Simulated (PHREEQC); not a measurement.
0.016 g of hydrous ferric oxide (600 m²/g; 0.2 weak and 0.005 strong sites per Fe, Dzombak-Morel constants, diffuse double layer) in 1 kg of water with 0.3 mol/kgw of an inert sodium salt and 8.9e-05 mol/kgw PbCl2, at 25 °C; the pH is set by adding NaOH or the inert anion's acid. Oxygen is held at 0.21 atm. The system is closed to CO2. No solid was allowed to form.

Computed with PHREEQC (ion-association model, wateq4f.dat).

| pH | Pb sorbed (%) | surface charge σ (C/m²) | surface potential ψ (mV) |
|---|---|---|---|
| 3 | 0.1 | 0.368 | 126 |
| 3.5 | 0.4 | 0.363 | 125 |
| 4 | 0.9 | 0.349 | 123 |
| 4.5 | 1.1 | 0.319 | 118 |
| 5 | 1.7 | 0.272 | 110 |
| 5.5 | 5.8 | 0.223 | 101 |
| 6 | 16.8 | 0.208 | 97 |
| 6.5 | 26.4 | 0.228 | 102 |
| 7 | 31.5 | 0.247 | 106 |
| 7.5 | 33.5 | 0.251 | 106 |
| 8 | 33.6 | 0.240 | 104 |
| 8.5 | 32.1 | 0.209 | 97 |
| 9 | 29.7 | 0.164 | 86 |
| 9.5 | 27.2 | 0.118 | 70 |
| 10 | 24.9 | 0.076 | 52 |
| 10.5 | 22.6 | 0.035 | 27 |
| 11 | 20.0 | -0.010 | -8 |

The oxide is taken as insoluble; below pH 4 it would dissolve.
